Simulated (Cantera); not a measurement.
A perfectly stirred reactor is fed with CH4 : CO2 = 1 : 1 (molar parts), at 13300 Pa; it is held at 1350 K, and followed from long to short residence time.

Model: GRI-Mech 3.0 (53 species, 325 reactions), integrated in Cantera.

**Question.** What does this change do: pressure from 13300 Pa to 460000 Pa?

**Answer.** 
```
quantity                  before     after
----------------------  --------  --------
x(CH4) at τ = 1.70 s       0.486     0.407
x(CO2) at τ = 1.70 s       0.495     0.442
x(H2) at τ = 1.70 s       0.0114    0.0562
x(H2O) at τ = 1.70 s    0.000886    0.0309
x(C2H2) at τ = 1.70 s    0.00287    0.0213
x(CH4) at τ = 15.0 ms      0.500     0.499
x(CO2) at τ = 15.0 ms      0.500     0.500
x(H2) at τ = 15.0 ms     2.82e-5  0.000495
x(H2O) at τ = 15.0 ms    2.19e-7   5.78e-6
x(C2H2) at τ = 15.0 ms   2.04e-8   5.09e-6
```
